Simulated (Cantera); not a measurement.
## BCl3 + H2O + N2 + NH3 (boron, boron nitride and boron oxide)

Charge: 1 mol BCl3, a varied amount of H2O, 19 mol N2, 0.46 mol NH3, held at 27000 Pa.

Method: chemical equilibrium by Gibbs-energy minimisation in Cantera with the NASA 1993 tables (ideal gas, pure condensed phases). Candidate condensed phases: B, BN, B2O3, B3O3H3, H2O, NH4Cl; 49 gas species. Mutual solubility and eutectic melting of coexisting phases are not modelled. The tables' values for BCl2 are old estimates. Gases not in the tables: H3BO3. Equilibrium is a limit: real reactors are often held back by kinetics, nucleation or transport.

Question: Map the stable condensed phases over T = 1450, 1500, 1550, 1600, 1650, 1700, 1750, 1800, 1850, 1900, 1950, 2000, 2050, 2100 K and n(H2O) in mol = 0.13, 0.26, 0.54, 1.1, 2.3, 4.8, 9.9.

Answer: 
```
T in K \ n(H2O) in mol
         0.13 0.26 0.54  1.1  2.3  4.8  9.9
   2100     A    A    A    B    B    B    B
   2050     A    A    A    B    B    B    B
   2000     A    A    A    B    B    B    B
   1950     A    A    A    A    B    B    B
   1900     A    A    A    A    B    B    B
   1850     A    A    A    A    B    B    B
   1800     A    A    A    A    B    B    B
   1750     A    A    A    C    B    B    B
   1700     A    A    A    C    D    B    B
   1650     A    A    C    C    D    B    B
   1600     A    A    C    C    D    D    B
   1550     A    A    C    C    D    D    B
   1500     A    A    C    C    D    D    D
   1450     A    A    C    C    D    D    D
```
A: BN; B: gas only; C: BN + B2O3; D: B2O3.
